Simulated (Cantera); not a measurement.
# Ignition delay

Mixture: CH4 : C2H6 : O2 : N2 = 1 : 0.089 : 3.73 : 14 (molar parts), at 14.0 bar, adiabatic and at constant pressure. Ignition delay is the time to a rise of 400 K.

Computed with Cantera and GRI-Mech 3.0 (53 species, 325 reactions). The pressure lies above the range GRI-Mech 3.0 was tuned for (to about 10 atm).

```tsv
T0 (K)	delay (ms)
1048	8.81
1098	3.78
1148	1.78
1198	0.910
1248	0.497
1298	0.286
1348	0.173
```

```
Item                                                     Value
--------------------------------------------------  ----------
apparent activation energy between 1248 and 1348 K  150 kJ/mol
```
